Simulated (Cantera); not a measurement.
A perfectly stirred reactor is fed with C₃H₈ : O₂ : N₂ = 1 : 5.62 : 21.1 (molar parts), equivalence ratio 0.89, at 10.0 bar; it is adiabatic with a 625 K inlet, and is followed from long to short residence time, starting on the burning branch (τ in s: 0.12, 0.041, 0.014, 0.005, 0.0017, 0.00061, 0.00021, 7.4e-05, 2.6e-05, 9e-06, 3.2e-06).

Computed with Cantera and GRI-Mech 3.0 (53 species, 325 reactions). GRI-Mech 3.0 was tuned for natural gas; its chemistry of propane as a main component is partial and can be far from experiment.

Problem. What does this change do: pressure from 10.0 bar to 1.00 bar?

Solution. 
| quantity | before | after |
|---|---|---|
| blow-out, bracketed by the residence times tried | burning at 9.00 µs, out at 3.20 µs | burning at 74.0 µs, out at 26.0 µs |
| x(C₃H₈) at τ = 0.120 s | 1.71e-8 | 8.98e-8 |
| x(O₂) at τ = 0.120 s | 0.0207 | 0.0240 |
| x(H₂) at τ = 0.120 s | 0.00107 | 0.00248 |
| x(H₂O) at τ = 0.120 s | 0.136 | 0.132 |
| x(CH₃) at τ = 0.120 s | 6.43e-8 | 3.44e-7 |
| x(C₃H₈) at τ = 0.610 ms | 2.70e-6 | 9.31e-6 |
| x(O₂) at τ = 0.610 ms | 0.0251 | 0.0353 |
| x(H₂) at τ = 0.610 ms | 0.00195 | 0.00797 |
| x(H₂O) at τ = 0.610 ms | 0.133 | 0.120 |
| x(CH₃) at τ = 0.610 ms | 8.06e-6 | 2.35e-5 |

Problem. What does this change do: pressure from 10.0 bar to 1.01 bar?

Solution. 
| quantity | before | after |
|---|---|---|
| blow-out, bracketed by the residence times tried | burning at 9.00 µs, out at 3.20 µs | burning at 74.0 µs, out at 26.0 µs |
| x(C₃H₈) at τ = 0.120 s | 1.71e-8 | 8.90e-8 |
| x(O₂) at τ = 0.120 s | 0.0207 | 0.0239 |
| x(H₂) at τ = 0.120 s | 0.00107 | 0.00247 |
| x(H₂O) at τ = 0.120 s | 0.136 | 0.132 |
| x(CH₃) at τ = 0.120 s | 6.43e-8 | 3.41e-7 |
| x(C₃H₈) at τ = 0.610 ms | 2.70e-6 | 9.23e-6 |
| x(O₂) at τ = 0.610 ms | 0.0251 | 0.0353 |
| x(H₂) at τ = 0.610 ms | 0.00195 | 0.00793 |
| x(H₂O) at τ = 0.610 ms | 0.133 | 0.120 |
| x(CH₃) at τ = 0.610 ms | 8.06e-6 | 2.33e-5 |
